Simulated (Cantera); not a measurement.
## Catalytic stagnation flow on Pt

A jet of CH4 : O2 : N2 = 0.078 : 0.16 : 0.79 (molar parts) at 300 K and 0.0395 atm hits a platinum plate 9 cm away at a mass flux of 0.035 kg/m²/s; the plate temperature is set and raised in steps from an oxygen-covered start.

Detailed kinetics in Cantera: Deutschmann's 1995 Pt surface mechanism with GRI-Mech 3.0 gas chemistry. Catalytic surfaces can have several steady states; this one follows from the mechanism file's or the stated starting coverage.

```tsv
plate T (K)	wall x CH4	wall x O2	wall x H2O	wall x OH	wall x CO	wall x CO2	θ free Pt	θ O*	θ OH*
950	0.0307	0.0587	0.0845	1.89e-7	2.04e-5	0.0561	0.362	0.636	0.00152
1000	0.0213	0.0389	0.102	4.95e-7	2.08e-5	0.0677	0.467	0.532	0.00144
1050	0.0154	0.0265	0.112	1.12e-6	2.22e-5	0.0750	0.570	0.429	0.00127
1100	0.0118	0.0190	0.119	2.28e-6	2.54e-5	0.0794	0.664	0.334	0.00107
1150	0.00956	0.0145	0.122	4.25e-6	3.12e-5	0.0821	0.747	0.252	0.000868
1200	0.00821	0.0118	0.125	7.35e-6	4.09e-5	0.0835	0.813	0.186	0.000690
```
x: mole fraction at the wall; θ: surface coverage.
